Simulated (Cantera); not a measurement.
A freely propagating, adiabatic, planar premixed flame of H2 : O2 : N2 : H2O = 1 : 0.625 : 2.35 : 0.75 (molar parts), unburnt at 475 K and 1.01 bar; mixture-averaged transport, grid criteria slope 0.08 and curve 0.16, no radiation.

Cantera simulation using the H2/O2 subset of GRI-Mech 3.0, which has no nitrogen chemistry; the numbers are that mechanism's predictions, not measurements. Burning velocities carry a grid error of a few per cent, more on coarse grids.

Problem. What does this change do: O2 0.625 to 0.79 parts?

Solution. 
| quantity | before | after |
|---|---|---|
| laminar burning velocity | 206 cm/s | 190 cm/s |
| thermal thickness | 0.374 mm | 0.348 mm |
| peak x(H) | 0.0124 | 0.00910 |
| peak x(O) | 0.00440 | 0.00503 |
| peak x(HO2) | 0.000499 | 0.000540 |
Lean hydrogen flames are cellular in practice and burn faster than this planar one.
